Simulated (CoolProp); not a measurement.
A closed Brayton cycle with carbon dioxide: compressor inlet 305.15 K and 9.1 MPa, high pressure 27.3 MPa, turbine inlet 890 K, compressor efficiency 0.85, turbine efficiency 0.93, recuperator effectiveness 0.8 (on enthalpy, no pinch check). Each further row changes one setting.

The numbers come from the reference Helmholtz-energy equation of state, Span 1996 in CoolProp.

```json
[
 {"case": "as stated", "thermal efficiency (%)": "34.0", "net work (kJ/kg)": "133", "compressor to turbine work": "0.17", "compressor exit (K)": "332.6", "turbine exit (K)": "748.2"},
 {"case": "turbine inlet 840 K", "thermal efficiency (%)": "33.2", "net work (kJ/kg)": "[?]", "compressor to turbine work": "0.18", "compressor exit (K)": "332.6", "turbine exit (K)": "703.2"},
 {"case": "compressor inlet 315.15 K", "thermal efficiency (%)": "33.6", "net work (kJ/kg)": "122", "compressor to turbine work": "0.24", "compressor exit (K)": "374.6", "turbine exit (K)": "748.2"},
 {"case": "high pressure 23.2 MPa", "thermal efficiency (%)": "31.6", "net work (kJ/kg)": "[?]", "compressor to turbine work": "0.16", "compressor exit (K)": "327.6", "turbine exit (K)": "768.5"},
 {"case": "recuperator effectiveness 0.5", "thermal efficiency (%)": "[?]", "net work (kJ/kg)": "133", "compressor to turbine work": "0.17", "compressor exit (K)": "332.6", "turbine exit (K)": "748.2"}
]
```

Q: What belongs in the gaps?

A: 
- turbine inlet 840 K, net work (kJ/kg): 123
- high pressure 23.2 MPa, net work (kJ/kg): 117
- recuperator effectiveness 0.5, thermal efficiency (%): 24.4
